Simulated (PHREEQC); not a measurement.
Make-up at 25 °C: 0.0023 mol CdSO4, 0.0032 mol NaOH and 0.09 mol HCl per kg of water. Closed to the air; pH follows from the charge balance.

Equilibrium calculation in PHREEQC: ion-association model, phreeqc.dat.

No solid was allowed to form.

Q: Order these S species by the share of S that they hold, largest first: HSO4-, SO4-2, NaSO4-, CdSO4.

A: HSO4- (77 %), SO4-2 (23 %), CdSO4 (0.44 %), NaSO4- (0.14 %)

Q: Order these Cd species by the share of Cd that they hold, largest first: Cd+2, CdSO4, CdCl3-, CdCl2, CdCl+.

A: CdCl+ (64 %), Cd+2 (20 %), CdCl2 (14 %), CdCl3- (0.78 %), CdSO4 (0.44 %)

The pH is 1.15 and the ionic strength 0.0916 mol/kgw.
